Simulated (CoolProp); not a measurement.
Values from CoolProp's reference Helmholtz-energy equation of state, Span 2000.

**Question.** For nitrogen, give the phase and the speed of sound (m/s), isothermal compressibility (1/MPa), expansivity (1/kK), Prandtl number at 139.8 K and 2.38 MPa; 139.8 K and 5.78 MPa.

**Answer.** 
- 139.8 K and 2.38 MPa: gas; speed of sound 221, isothermal compressibility 0.535, expansivity 13.8, Prandtl number 0.985
- 139.8 K and 5.78 MPa: supercritical; speed of sound 229, isothermal compressibility 0.314, expansivity 55.9, Prandtl number 2.63

Viscosity comes from a separate model (Lemmon 2004). Thermal conductivity comes from a separate model (Lemmon 2004).
